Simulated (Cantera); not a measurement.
Charge: 1 mol Si, 0.013 mol N₂O, 240 mol H₂, equilibrated at 75.0 mbar.

Method: chemical equilibrium by Gibbs-energy minimisation in Cantera with the NASA 1993 tables (ideal gas, pure condensed phases). Candidate condensed phases: H₂O, Si, SiO₂, Si₂N₂O, Si₃N₄; 35 gas species. Mutual solubility and eutectic melting of coexisting phases are not modelled. Gases not in the tables: Si₂H₆ and higher silanes. Equilibrium is a limit: real reactors are often held back by kinetics, nucleation or transport.

Q: Which condensed phases are stable at each of these points (T (K)): 1050, 1125, 1200, 1275, 1350, 1425, 1500, 1575, 1650, 1725, 1800, 1875, 1950, 2025?

A: 
```
T (K)   condensed phases  Si condensed (%)
-----  -----------------  ----------------
1050   Si(s) + Si₂N₂O(s)             100.0
1125   Si(s) + Si₂N₂O(s)             100.0
1200   Si(s) + Si₂N₂O(s)             100.0
1275   Si(s) + Si₂N₂O(s)             100.0
1350   Si(s) + Si₂N₂O(s)              99.9
1425   Si(s) + Si₂N₂O(s)              99.6
1500               Si(s)              98.7
1575               Si(s)              98.6
1650               Si(s)              98.4
1725               Si(l)              97.8
1800               Si(l)              96.6
1875               Si(l)              93.8
1950               Si(l)              87.4
2025               Si(l)              73.2
```

From 1050 K to 1425 K the condensed part is Si(s) + Si₂N₂O(s). From 1500 K to 1650 K the condensed part is Si(s). From 1725 K to 2025 K the condensed part is Si(l).
